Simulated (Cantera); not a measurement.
Charge: 1 mol borazine, 5.3 mol H₂O, 71 mol H₂, at 7.50 Torr.

These are equilibrium values from Cantera (NASA tables, ideal gas, pure condensed phases), not measurements of a reactor. Candidate condensed phases: B, BN, B₂O₃, B₃O₃H₃, H₂O; 39 gas species. The feed counts by its element totals alone. Kinetics and transport are ignored. All values below are at 1973 K.

Base state: H₂ 0.929, N₂ 0.0181, HBO₂ 0.0165, H 0.0130, HBO 0.00999, H₂O 0.00773, B₂O₃ 0.00350, BO 0.00208 (mole fractions); condensed: gas only.

Task: What changes in the equilibrium state with this change: borazine replaced by B₂H₆?

Result: 
| species | before | after |
|---|---|---|
| H₂ | 0.929 | 0.942 |
| H₂O | 0.00773 | 0.0220 |
| HBO₂ | 0.0165 | 0.0174 |
| N₂ | 0.0181 | 0 |
| H | 0.0130 | 0.0131 |
| B₂O₂ | 0.000305 | 4.23e-5 |
| OH | 1.03e-5 | 2.91e-5 |
| BO | 0.00208 | 0.000776 |
| HBO | 0.00999 | 0.00375 |
| B₂O₃ | 0.00350 | 0.00137 |
